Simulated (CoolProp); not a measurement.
Vapour-liquid equilibrium of R13 (1) + CHF3 (R23) (2) at 0.438 bar; x and y are mole fractions of (1).

Values from CoolProp's multi-fluid Helmholtz-energy mixture model, Platzer 1990 and Penoncello 2003; pair parameters Bell 2016. This equation is an older, rougher fit; its heat capacities, sound speeds and derivatives of the liquid may be far off and weren't checked against measurements.

```tsv
x	bubble temperature, mixture model (K)	bubble temperature, Raoult's law (K)	y, mixture model	y, Raoult's law
0.05	[?]	177.8	0.174	0.051
0.2	172.9	177.7	0.394	0.204
0.35	172.1	177.7	[?]	0.356
0.5	[?]	177.6	0.511	0.507
0.65	[?]	177.5	0.553	0.656
0.8	[?]	177.5	[?]	0.804
0.95	175.4	177.4	[?]	0.951
```

Problem. Fill in the missing entries.

Solution. 
- 0.05, bubble temperature, mixture model (K): 175.7
- 0.35, y, mixture model: 0.470
- 0.5, bubble temperature, mixture model (K): 171.9
- 0.65, bubble temperature, mixture model (K): 172.0
- 0.8, bubble temperature, mixture model (K): 172.8
- 0.8, y, mixture model: 0.631
- 0.95, y, mixture model: 0.841

The largest gap from Raoult's law is -5.7 K in bubble temperature, at x = 0.5. y crosses x between x = 0.5 and 0.65: the model has an azeotrope there.

Pair parameters are fitted to limited data, so mixtures are less certain than the pure fluids.
